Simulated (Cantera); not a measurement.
An isothermal, constant-pressure homogeneous reactor starts with CO : O2 : H2O : N2 = 0.0022 : 0.042 : 0.022 : 1 (molar parts), equivalence ratio 0.026, at 1400 K and 3750 Torr.

Cantera simulation using GRI-Mech 3.0 (53 species, 325 reactions); the numbers are that mechanism's predictions, not measurements.

Q: Predict: x(CO) at 300 s; x(O2) at 300 s; x(H2O) at 300 s; x(NO) at 300 s; x(H2O2) at 300 s; x(O) at 300 s; x(H2) at 300 s.

A: 
| Property | Result |
|---|---|
| x(CO) at 300 s | 4.65e-9 (gas-phase equilibrium 4.66e-9) |
| x(O2) at 300 s | 0.0384 (gas-phase equilibrium 0.0382) |
| x(H2O) at 300 s | 0.0207 (gas-phase equilibrium 0.0207) |
| x(NO) at 300 s | 1.19e-6 (gas-phase equilibrium 0.000339) |
| x(H2O2) at 300 s | 1.01e-9 (gas-phase equilibrium 1.01e-9) |
| x(O) at 300 s | 8.35e-8 (gas-phase equilibrium 8.33e-8) |
| x(H2) at 300 s | 2.14e-8 (gas-phase equilibrium 2.15e-8) |
